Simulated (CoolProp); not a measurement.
Computed with CoolProp (reference Helmholtz-energy equation of state, Thol 2014).

Problem. Give the vapour pressure (bar), liquid density (kg/m³), vapour density (kg/m³), enthalpy of vaporisation (kJ/kg) of saturated diethyl ether at 16.05, 48.25 °C.

Solution. 
```json
[
 {"T (°C)": "16.05", "p (bar)": "0.501", "liquid density (kg/m³)": "718", "vapour density (kg/m³)": "1.59", "enthalpy of vaporisation (kJ/kg)": "374"},
 {"T (°C)": "48.25", "p (bar)": "1.61", "liquid density (kg/m³)": "680", "vapour density (kg/m³)": "4.78", "enthalpy of vaporisation (kJ/kg)": "346"}
]
```
